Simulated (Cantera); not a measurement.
An isothermal plug-flow reactor at 1075 K and 300 Torr (inlet), inlet velocity 4.6 m/s, active area per volume 1300 1/m; feed 0.486 % CH4, 1.13 % O2, 89.3 % N2, 9.05 % H2O, equivalence ratio 0.86.

Detailed kinetics in Cantera: Deutschmann's 1995 Pt surface mechanism with GRI-Mech 3.0 gas chemistry. Catalytic surfaces can have several steady states; this one follows from the mechanism file's or the stated starting coverage. Mass transfer to the wall is taken as infinitely fast.

**Question.** Predict: x(CH4) at z = 0.0037 m; x(O2) at z = 0.0037 m; x(H2O) at z = 0.0037 m; x(CO2) at z = 0.0037 m; x(CO) at z = 0.0037 m; θ(free Pt) at the exit; θ(O*) at the exit; θ(OH*) at the exit.

**Answer.** 
```json
{
 "x(CH4) at z = 0.0037 m": "0.00246",
 "x(O2) at z = 0.0037 m": "0.00652",
 "x(H2O) at z = 0.0037 m": "0.0953",
 "x(CO2) at z = 0.0037 m": "0.00239",
 "x(CO) at z = 0.0037 m": "3.42e-6",
 "θ(free Pt) at the exit": "0.532",
 "θ(O*) at the exit": "0.465",
 "θ(OH*) at the exit": "0.00342"
}
```
